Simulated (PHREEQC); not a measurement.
**Acid mine or pickling water: an equilibrium model**

Synthetic water in mg/L, 25 °C, pH 3.1, pe 9.4: Na 47.9; K 0.0106; Ca 68.7; Mg 16.6; Cl 83.6; S(6) as SO4 300; Fe(3) 0.1; Sr 0.174; Cu(2) 1.62; Si as SiO2 2.61; Pb 0.648; Br 0.422.

Valence states are taken as typed.

Model: ion-association model, phreeqc.dat, run in PHREEQC.

This is a speciation only: nothing precipitates in the calculation.

Question: What ionic strength, specific conductance, charge-balance error does the model give?

Answer: ionic strength 0.0118 mol/kgw; specific conductance 1100 µS/cm; charge-balance error -4.5 %.

Question: In which forms is Ca present?

Answer: Ca+2 84 %, CaSO4 16 % of the Ca.

The solution is supersaturated, for example in Hematite (slow to form), Goethite (slow to form), so a real one may precipitate; this is no full list.
